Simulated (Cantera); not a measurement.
A freely propagating, adiabatic, planar premixed flame of CO : H2 : CH4 : O2 : N2 = 1 : 0.45 : 0.085 : 1.36 : 5.1 (molar parts), equivalence ratio 0.66, unburnt at 573 K and 64000 Pa; mixture-averaged transport, grid criteria slope 0.08 and curve 0.16, no radiation.

Model: GRI-Mech 3.0 (53 species, 325 reactions), integrated in Cantera. Burning velocities carry a grid error of a few per cent, more on coarse grids.

Task: How do the results move with these cheaper or finer settings: unity-Lewis-number transport; multicomponent transport; multicomponent+Soret transport; grid criteria slope 0.5, curve 1; grid criteria slope 0.25, curve 0.5; grid criteria slope 0.03, curve 0.06?

Result: 
| setting | laminar burning velocity | thermal thickness | peak x(CH2CO) | peak x(C2H4) | grid points |
|---|---|---|---|---|---|
| as above | 165 cm/s | 0.895 mm | 3.70e-7 | 8.96e-7 | 137 |
| unity-Lewis-number transport | 131 cm/s | 0.751 mm | 2.68e-7 | 5.18e-7 | 126 |
| multicomponent transport | 164 cm/s | 0.894 mm | 3.69e-7 | 8.95e-7 | 137 |
| multicomponent+Soret transport | 158 cm/s | 0.894 mm | 3.71e-7 | 8.34e-7 | 138 |
| grid criteria slope 0.5, curve 1 | 179 cm/s | 1.05 mm | 3.53e-7 | 7.80e-7 | 41 |
| grid criteria slope 0.25, curve 0.5 | 171 cm/s | 0.950 mm | 3.61e-7 | 8.58e-7 | 58 |
| grid criteria slope 0.03, curve 0.06 | 164 cm/s | 0.883 mm | 3.71e-7 | 9.07e-7 | 321 |
The base run took very roughly 9 core-seconds.
Unity Lewis numbers drop preferential diffusion, which matters most where H2 and H carry the flame; Soret adds thermal diffusion.
